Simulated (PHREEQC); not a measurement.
Dissolve 0.0043 mol/kgw CuSO4, 0.0006 mol/kgw MgSO4 and 0.00044 mol/kgw HCl at 37 °C. Closed to the air; pH follows from the charge balance.

The numbers come from PHREEQC with the ion-association model, wateq4f.dat.

The ionic strength comes out as 0.0151 mol/kgw. What activity coefficients do Mg+2, SO4-2, Cu+2, HSO4-, H+ get?

Mg+2 0.62, SO4-2 0.61, Cu+2 0.62, HSO4- 0.88, H+ 0.90.

This is a speciation only: nothing precipitates in the calculation. Away from 25 °C the constants follow the database's enthalpies or fits; those with neither stay at their 25 °C values.
